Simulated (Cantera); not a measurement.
Input: 1 mol PbO, 0.58 mol C, 0.17 mol H2, equilibrated at 2350 °C and 97.5 Torr.

Method: chemical equilibrium by Gibbs-energy minimisation in Cantera with the NASA 1993 tables (ideal gas, pure condensed phases). Candidate condensed phases: C, C6H6, C7H8, C8H18, H2O, Pb, PbO, PbO2, Pb3O4; 113 gas species. Gases not in the tables: (PbO)n polymers. The numbers say what is thermodynamically allowed, not how fast it happens.

Base state: Pb 0.516, CO 0.221, CO2 0.101, H2O 0.0601, PbO 0.0393, H2 0.0202, H 0.0166, OH 0.0117 (mole fractions); condensed: gas only.

### Question
What changes in the equilibrium state with this change: temperature from 2350 °C to 1075 °C?

### Answer
```json
[
 {"species": "CO2", "before": "0.101", "after": "0.390"},
 {"species": "CO", "before": "0.221", "after": "0.355"},
 {"species": "H2O", "before": "0.0601", "after": "0.149"},
 {"species": "Pb", "before": "0.516", "after": "0.0368"},
 {"species": "OH", "before": "0.0117", "after": "5.87e-8"},
 {"species": "H", "before": "0.0166", "after": "1.69e-6"},
 {"species": "PbO", "before": "0.0393", "after": "9.94e-6"},
 {"species": "H2", "before": "0.0202", "after": "0.0692"},
 {"species": "O2", "before": "0.00753", "after": "<1e-9"},
 {"species": "O", "before": "0.00621", "after": "<1e-9"},
 {"species": "Pb2", "before": "6.38e-5", "after": "5.22e-6"},
 {"species": "Pb(l), mol", "before": "0", "after": "0.971"}
]
```
